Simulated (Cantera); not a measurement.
Charge: 1 mol Ta(OEt)5, 2 mol CO2, 43 mol H2, at 1698 K and 340 Pa.

Method: chemical equilibrium by Gibbs-energy minimisation in Cantera with the NASA 1993 tables (ideal gas, pure condensed phases). Candidate condensed phases: C, C6H6, C7H8, C8H18, H2O, Ta, TaC, Ta2O5; 113 gas species. The feed counts by its element totals alone. TaC: taken at fixed stoichiometry. Condensed phases not in the tables: Ta2C. Equilibrium is a limit: real reactors are often held back by kinetics, nucleation or transport.

Task: What is the equilibrium state?

Result: x(H2): 0.858
x(CO): 0.139
x(H): 0.00230
x(C2H2 (acetylene)): 6.18e-5
x(CH4): 2.76e-6
n(C(graphite)): 1.99 mol
n(TaC(s)): 1.00 mol
gas amount: 64.57 mol
log10 activity of Ta(s) (absent): -4.32
log10 activity of Ta2O5(s) (absent): -24.71
